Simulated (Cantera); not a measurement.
Mixture: CH4 : CO : O2 : N2 : CO2 = 1 : 0.035 : 2.37 : 8.92 : 1.2 (molar parts), equivalence ratio 0.85, at 0.330 bar, adiabatic and at constant volume. Ignition delay is the time to a rise of 400 K.

Detailed kinetics in Cantera: GRI-Mech 3.0 (53 species, 325 reactions).

### Question
What does this change do: pressure from 0.330 bar to 5.20 bar?

### Answer
```csv
quantity,before,after
delay at 1125 K,0.383 s,27.5 ms
delay at 1325 K,20.2 ms,2.17 ms
delay at 1525 K,2.29 ms,0.263 ms
delay at 1725 K,0.507 ms,47.5 µs
apparent activation energy between 1625 and 1825 K,160 kJ/mol,190 kJ/mol
```

### Question
What does this change do: 0.016 parts H2 added?

### Answer
| quantity | before | after |
|---|---|---|
| delay at 1125 K | 0.383 s | 0.297 s |
| delay at 1325 K | 20.2 ms | 17.5 ms |
| delay at 1525 K | 2.29 ms | 2.13 ms |
| delay at 1725 K | 0.507 ms | 0.488 ms |
| apparent activation energy between 1625 and 1825 K | 160 kJ/mol | 160 kJ/mol |

### Question
What does this change do: pressure from 0.330 bar to 1.01 bar?

### Answer
```
quantity                                                before       after
--------------------------------------------------  ----------  ----------
delay at 1125 K                                        0.383 s     0.146 s
delay at 1325 K                                        20.2 ms     8.80 ms
delay at 1525 K                                        2.29 ms    0.942 ms
delay at 1725 K                                       0.507 ms    0.184 ms
apparent activation energy between 1625 and 1825 K  160 kJ/mol  170 kJ/mol
```
